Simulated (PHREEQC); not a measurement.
## Sulfide liquor: speciation

Make-up at 10 °C: 34 mmol/kgw NH4HS. Closed to the air; pH follows from the charge balance.

All values are PHREEQC results (ion-association model, phreeqc.dat), not measurements.

This is a speciation only: nothing precipitates in the calculation.

Problem. Estimate the pH, specific conductance.

Solution. pH 8.45; specific conductance 2760 µS/cm.

Problem. In which forms is S present?

Solution. HS- 96 %, H2S 4.2 % of the S.

Constants without temperature data keep their 25 °C values here.
